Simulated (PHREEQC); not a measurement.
## Metal-bearing waste water: an equilibrium model

Solution (83 °C): 0.011 mol FeSO4, 0.03 mol CuCl2, 0.00085 mol NaH2PO4 and 0.0015 mol Na2SO4 per kg of water. Closed to the air; pH follows from the charge balance.

All values are PHREEQC results (ion-association model, wateq4f.dat), not measurements.

Each row changes one thing in this solution. Precipitation was switched off in this run.

```tsv
case	pH	ionic strength (mol/kgw)	Cl- (mol/kgw)	Cu+2 (mol/kgw)	CuCl+ (mol/kgw)	Fe+2 (mol/kgw)	SI of Tenorite (CuO)
as made	4.10	0.0941	0.0503	0.0169	0.00901	0.00777	+0.19
NaH2PO4 replaced by K3PO4 at the same molality	4.60	0.0948	0.0508	0.0160	0.00857	0.00774	…
FeSO4 from 0.011 to 0.0099 mol/kgw	4.09	0.0920	0.0503	0.0170	0.00912	0.00708	+0.18
Na2SO4 from 0.0015 to 0.015 mol/kgw	…	0.118	0.0517	0.0153	0.00778	0.00632	+0.33
temperature from 83 to 30 °C	4.52	0.110	0.0579	0.0237	0.00180	0.00871	-0.44
NaH2PO4 from 0.00085 to 0.0085 mol/kgw	4.12	…	0.0505	0.0168	0.00890	0.00507	+0.23
```

Complete the blanks.


- NaH2PO4 replaced by K3PO4 at the same molality, SI of Tenorite (CuO): +1.16
- Na2SO4 from 0.0015 to 0.015 mol/kgw, pH: 4.21
- NaH2PO4 from 0.00085 to 0.0085 mol/kgw, ionic strength (mol/kgw): 0.0972

Some of these states are supersaturated (in Atacamite, Tenorite (slow to form), Cu(OH)2, for instance). H3PO4, which wateq4f.dat lacks, is added to it with the constant of phreeqc.dat. Constants without temperature data keep their 25 °C values here. The database has no phosphate complexes of Cu.
